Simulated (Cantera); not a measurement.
Cantera run, input and output.

```python
import numpy as np
import cantera as ct

gas = ct.Solution("gri30.yaml")
gas.TPX = 1973, 25000, {'CH4': 1, 'N2': 5.5}
reactor = ct.IdealGasConstPressureReactor(gas, energy="off", clone=False)
net = ct.ReactorNet([reactor])
net.rtol, net.atol = 1e-08, 1e-18
show = ['CH4', 'H2', 'C2H', 'C2H4', 'C2H6', 'CH3', 'C2H2']
times = np.geomspace(3e-05, 100, 14)

steps = ct.SolutionArray(gas, extra=["t"])
rows = []
print(f"{'t/s':>10s}{'T/K':>9s}{'P/Pa':>11s}" + "".join(f"{s:>11s}" for s in show))
for t in times:
    while net.time < t:
        t_next = net.step()
        steps.append(gas.state, t=t_next)
    rows.append([np.interp(t, steps.t, y) for y in (steps.T, steps.P, *steps(*show).X.T)])
    print(f"{t:10.3e}{rows[-1][0]:9.1f}{rows[-1][1]:11.4g}" + "".join(f"{x:11.3e}" for x in rows[-1][2:]))
rate = np.gradient(steps.T, steps.t)
print("integrator steps:", len(steps.t))
if steps.T.max() > steps.T[0] + 200:
    print(f"time of steepest temperature rise: {steps.t[rate.argmax()]:.4e} s")
gas.TPX = 1973, 25000, {'CH4': 1, 'N2': 5.5}
gas.equilibrate("TP")
print(f"equilibrium (TP): T = {gas.T:.1f} K  " + "  ".join(f"{s} {gas[s].X[0]:.3e}" for s in show))
```

Result:

```
       t/s      T/K       P/Pa        CH4         H2        C2H       C2H4       C2H6        CH3       C2H2
 3.000e-05   1973.0    2.5e+04  1.528e-01  4.912e-04  5.432e-12  1.112e-05  1.876e-06  9.358e-04  1.517e-07
 9.525e-05   1973.0    2.5e+04  1.498e-01  2.279e-03  2.162e-09  3.695e-04  2.990e-05  2.859e-03  1.995e-05
 3.024e-04   1973.0    2.5e+04  1.262e-01  2.424e-02  2.507e-07  6.550e-03  1.941e-04  6.626e-03  2.492e-03
 9.603e-04   1973.0    2.5e+04  5.555e-02  1.206e-01  2.705e-06  3.698e-03  7.545e-05  4.167e-03  3.704e-02
 3.049e-03   1973.0    2.5e+04  1.725e-02  1.755e-01  4.491e-06  3.270e-04  9.026e-06  1.503e-03  5.813e-02
 9.681e-03   1973.0    2.5e+04  4.087e-03  1.936e-01  5.921e-06  4.546e-05  6.757e-07  4.317e-04  6.460e-02
 3.074e-02   1973.0    2.5e+04  9.527e-04  1.979e-01  6.682e-06  2.687e-05  4.294e-08  1.116e-04  6.611e-02
 9.760e-02   1973.0    2.5e+04  2.651e-04  1.989e-01  6.868e-06  2.588e-05  3.636e-09  3.180e-05  6.644e-02
 3.099e-01   1973.0    2.5e+04  1.114e-04  1.991e-01  6.894e-06  2.584e-05  8.201e-10  1.341e-05  6.650e-02
 9.839e-01   1973.0    2.5e+04  9.626e-05  1.991e-01  6.893e-06  2.583e-05  6.658e-10  1.159e-05  6.649e-02
 3.124e+00   1973.0    2.5e+04  9.630e-05  1.991e-01  6.886e-06  2.580e-05  6.660e-10  1.159e-05  6.642e-02
 9.919e+00   1973.0    2.5e+04  9.656e-05  1.991e-01  6.866e-06  2.572e-05  6.678e-10  1.163e-05  6.622e-02
 3.149e+01   1973.0    2.5e+04  9.705e-05  1.991e-01  6.807e-06  2.550e-05  6.706e-10  1.168e-05  6.565e-02
 1.000e+02   1973.0    2.5e+04  9.735e-05  1.991e-01  6.662e-06  2.496e-05  6.691e-10  1.172e-05  6.425e-02
integrator steps: 1517
equilibrium (TP): T = 1973.0 K  CH4 6.109e-05  H2 1.992e-01  C2H 2.434e-06  C2H4 9.124e-06  C2H6 2.576e-10  CH3 7.354e-06  C2H2 2.347e-02
```

Model: GRI-Mech 3.0 (53 species, 325 reactions), integrated in Cantera. GRI-Mech 3.0 stops at C3 and has no aromatics, soot or wall deposition, so with more carbon than oxygen in the feed, carbon stays in small species such as C2H2 where larger ones or solid carbon would form.
